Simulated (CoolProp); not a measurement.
Properties of c-C4F8 (RC318) along the isotherm 419.9 K.

The numbers come from the reference Helmholtz-energy equation of state, Platzer 1990 in CoolProp. This equation is an older, rougher fit.

```csv
p (kPa),phase,Z,speed of sound (m/s)
4.39,gas,0.9996,135.1
9.99,gas,0.9991,135.0
22.7,gas,0.9980,134.9
51.8,gas,0.9953,134.5
118,gas,0.9893,133.8
268,gas,0.9755,132.1
610,gas,0.9429,128.2
1390,gas,0.8628,118.3
```
